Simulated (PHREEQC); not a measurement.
Consider water at 60 °C with 2.8 mmol/kgw H2SO4. It is in equilibrium with CO2 at log p = -1 (atm). Otherwise closed; pH follows from the charge balance.

All values are PHREEQC results (ion-association model, wateq4f.dat), not measurements.

Each row changes one thing in this solution. Precipitation was switched off in this run.

```json
[
 {"case": "as made", "pH": "2.39", "ionic strength (mol/kgw)": "0.00605", "SO4-2 (mol/kgw)": "0.00163", "HSO4- (mol/kgw)": "0.00117", "HCO3- (mol/kgw)": "2.25e-7"},
 {"case": "H2SO4 from 0.0028 to 0.0014 mol/kgw", "pH": "2.65", "ionic strength (mol/kgw)": "0.00337", "SO4-2 (mol/kgw)": "0.000986", "HSO4- (mol/kgw)": "0.000414", "HCO3- (mol/kgw)": "4.01e-7"},
 {"case": "diluted 100-fold with water", "pH": "4.17", "ionic strength (mol/kgw)": "9.58e-5", "SO4-2 (mol/kgw)": "2.76e-5", "HSO4- (mol/kgw)": "4.11e-7", "HCO3- (mol/kgw)": "1.26e-5"},
 {"case": "H2SO4 from 0.0028 to 0.028 mol/kgw", "pH": "1.54", "ionic strength (mol/kgw)": "0.0397", "SO4-2 (mol/kgw)": "0.00586", "HSO4- (mol/kgw)": "0.0221", "HCO3- (mol/kgw)": "3.50e-8"},
 {"case": "H2SO4 from 0.0028 to 0.0056 mol/kgw", "pH": "2.13", "ionic strength (mol/kgw)": "0.0107", "SO4-2 (mol/kgw)": "0.00253", "HSO4- (mol/kgw)": "0.00307", "HCO3- (mol/kgw)": "1.28e-7"},
 {"case": "diluted 5-fold with water", "pH": "3.01", "ionic strength (mol/kgw)": "0.00150", "SO4-2 (mol/kgw)": "0.000468", "HSO4- (mol/kgw)": "9.20e-5", "HCO3- (mol/kgw)": "8.95e-7"},
 {"case": "H2SO4 replaced by Rb2SO4 at the same molality", "pH": "4.61", "ionic strength (mol/kgw)": "0.00842", "SO4-2 (mol/kgw)": "0.00279", "HSO4- (mol/kgw)": "1.15e-5", "HCO3- (mol/kgw)": "3.82e-5"}
]
```

Away from 25 °C the constants follow the database's enthalpies or fits; those with neither stay at their 25 °C values.
